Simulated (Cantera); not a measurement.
Feed: 1 mol V2O3, a varied amount of H2, 18 mol N2, held at 1902 °C and 1.00 bar.

Cantera equilibrium calculation (NASA polynomials, part measured and part estimated; ideal gas, pure solids and liquids). Candidate condensed phases: H2O, V, VN, VO, V2O3, V2O4, V2O5; 28 gas species. Mutual solubility and eutectic melting of coexisting phases are not modelled. VO: taken at fixed stoichiometry. Condensed phases not in the tables: the oxides between V2O3 and V2O5 other than VO2. Kinetics and transport are ignored.

x: gas mole fraction; n: condensed amount in mol.

```tsv
n(H2) (mol)	x N2	x H2	x H2O	x H	x VO2	n VO(l)	n V2O3(s)
0.72	0.961	0.0356	0.00237	0.000921	0.000181	0.0923	0.952
1.2	0.937	0.0580	0.00387	0.00118	0.000181	0.152	0.922
1.8	0.908	0.0845	0.00563	0.00142	0.000181	0.227	0.885
2.9	0.860	___	___	___	0.000181	___	___
4.6	0.795	0.190	0.0126	0.00213	0.000181	0.576	0.710
7.4	0.708	0.272	0.0181	0.00254	0.000181	0.926	0.534
12	___	___	0.0249	___	0.000181	___	___
19	0.486	0.484	0.0268	0.00340	0.000150	1.99	0
30	0.374	0.601	0.0207	0.00379	9.35e-5	1.99	0
```

### Question
Complete the blanks.

### Answer

- 12, x N2: 0.599
- 12, x H2: 0.373
- 12, x H: 0.00298
- 12, n VO(l): 1.50
- 12, n V2O3(s): 0.247
- 2.9, x H2: 0.129
- 2.9, x H2O: 0.00861
- 2.9, x H: 0.00175
- 2.9, n VO(l): 0.364
- 2.9, n V2O3(s): 0.816
